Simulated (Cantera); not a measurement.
A closed system holds: 1 mol SO2, 3.2 mol H2, 2.1 mol O2, held at 580 Pa.

Equilibrium computed with Cantera from the NASA thermochemical tables; the gas is ideal and each condensed phase is pure. Candidate condensed phases: H2O, H2SO4, S; 19 gas species. The numbers say what is thermodynamically allowed, not how fast it happens. All values below are at 2073 K.

Base state: H2O 0.642, SO2 0.206, O2 0.105, OH 0.0223, H2 0.0128, O 0.00489, H 0.00391, SO 0.00235 (mole fractions); condensed: gas only.

Problem. What changes in the equilibrium state with this change: O2 from 2.1 to 1.2 mol?

Solution. 
| species | before | after |
|---|---|---|
| H2O | 0.642 | 0.594 |
| SO2 | 0.206 | 0.203 |
| H2 | 0.0128 | 0.151 |
| O2 | 0.105 | 0.000647 |
| SO | 0.00235 | 0.0295 |
| OH | 0.0223 | 0.00601 |
| H | 0.00391 | 0.0134 |
| S2 | 1.66e-8 | 0.000424 |
| S2O | 8.36e-9 | 1.67e-5 |

Problem. What changes in the equilibrium state with this change: O2 from 2.1 to 3.5 mol?

Solution. 
```csv
species,before,after
H2O,0.642,0.496
O2,0.105,0.300
SO2,0.206,0.160
H2,0.0128,0.00584
OH,0.0223,0.0255
SO,0.00235,0.00108
O,0.00489,0.00827
H,0.00391,0.00264
```
